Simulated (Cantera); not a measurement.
Feed: 1 mol MgO, 7.3 mol C, 2 mol H₂, held at 577 °C and 22.0 Pa.

Equilibrium computed with Cantera from the NASA thermochemical tables; the gas is ideal and each condensed phase is pure. Candidate condensed phases: C, C₆H₆, C₇H₈, C₈H₁₈, H₂O, Mg, MgCO₃, MgO, Mg(OH)₂; 116 gas species. Rates play no part.

Base state: H₂ 1.000, CH₄ 0.000137 (mole fractions); condensed: C(graphite) + MgO(s).

### Question
What changes in the equilibrium state with this change: MgO replaced by CuO?

### Answer
```json
[
 {"species": "H₂", "before": "1.000", "after": "0.667"},
 {"species": "CO", "before": "1.56e-8", "after": "0.332"},
 {"species": "CO₂", "before": "<1e-9", "after": "0.000523"},
 {"species": "H₂O", "before": "<1e-9", "after": "0.000344"},
 {"species": "CH₄", "before": "0.000137", "after": "6.09e-5"},
 {"species": "C(graphite), mol", "before": "7.30", "after": "6.30"},
 {"species": "MgO(s), mol", "before": "1.00", "after": "0"},
 {"species": "Cu(s), mol", "before": "0", "after": "1.00"}
]
```
Further candidate phases: Cu, CuO, Cu(OH)₂, Cu₂O.
